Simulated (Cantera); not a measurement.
Input (Python, Cantera) and output of one run.

```python
import numpy as np
import cantera as ct

gas_names = [...]  # 140 gases of nasa_gas.yaml made of C, Fe, H, N, O
cond_names = """
    C(gr) C6H6(L) C7H8(L) C8H18(L),n-octa Fe(a) Fe(c) Fe(d) Fe(L) FeC5O5(L) FeO(s) FeO(L) Fe(OH)2(s)
    Fe(OH)3(s) Fe2O3(s) Fe3O4(s) H2O(s) H2O(L)
""".split()


# ... load() reads the species with a 1 bar reference pressure and builds the phases ...
atoms = {
    'Fe(CO)5': {'Fe': 1, 'C': 5, 'O': 5},
    'H2': {'H': 2},
    'N2': {'N': 2},
}
top_T = {'C(gr)': 4500, 'Fe2O3(s)': 1830, 'Fe3O4(s)': 1870}  # K; cautious upper limits of use, not melting points


# ... equilibrate(T, P, feed) seeds the gas with the atoms and calls Mixture.equilibrate('TP', solver="gibbs", rtol=1e-10, max_steps=50000) ...
results = []
T = 1250  # K
P = 280000  # Pa
for m in [2.1, 2.9, 4, 5.6, 7.8, 11, 15, 21, 29, 41]:
    feed = {'Fe(CO)5': 1, 'H2': 0.18, 'N2': m}  # mol
    mix = equilibrate(T, P, feed)
    results.append((T, P, feed, dict(zip(mix.species_names, mix.species_moles))))

top = {s: max(r[3][s] / sum(r[3][g] for g in gas_names) for r in results) for s in gas_names}
cols = sorted((s for s in top if top[s] > 0.0001), key=lambda s: -top[s])[:9]
seen = [c for c in cond_names if any(r[3].get(c, 0) > 1e-12 for r in results)]
print("log10 of partial pressures in bar; condensed amounts in mol")
print(f"{'n(N2)':>10s}" + "".join(f"{s[:9]:>10s}" for s in cols + seen))
for T, P, feed, n in results:
    ng = sum(n[g] for g in gas_names)
    print(f"{feed['N2']:10.4g}" + "".join(f"{np.log10(max(n[s] / ng * P / 1e5, 1e-99)):10.3f}" for s in cols)
          + "".join(f"{n.get(c, 0):10.4g}" for c in seen))
```

Output:

```
log10 of partial pressures in bar; condensed amounts in mol
     n(N2)        N2        CO        H2       CO2       H2O     C(gr)     Fe(c)
       2.1    -0.087     0.274    -1.167    -1.469    -2.716   0.09186         1
       2.9     0.007     0.229    -1.212    -1.559    -2.805   0.08313         1
         4     0.090     0.174    -1.267    -1.668    -2.915   0.07353         1
       5.6     0.165     0.105    -1.336    -1.806    -3.053   0.06297         1
       7.8     0.228     0.026    -1.417    -1.965    -3.213   0.05259         1
        11     0.281    -0.069    -1.511    -2.155    -3.403   0.04241         1
        15     0.319    -0.164    -1.607    -2.344    -3.593   0.03413         1
        21     0.352    -0.276    -1.719    -2.569    -3.817   0.02636         1
        29     0.376    -0.391    -1.834    -2.798    -4.047   0.02018         1
        41     0.396    -0.521    -1.964    -3.058    -4.307   0.01487         1
```

Cantera equilibrium calculation (NASA polynomials, part measured and part estimated; ideal gas, pure solids and liquids). Condensed phases not in the tables: cementite and carbon dissolved in iron.
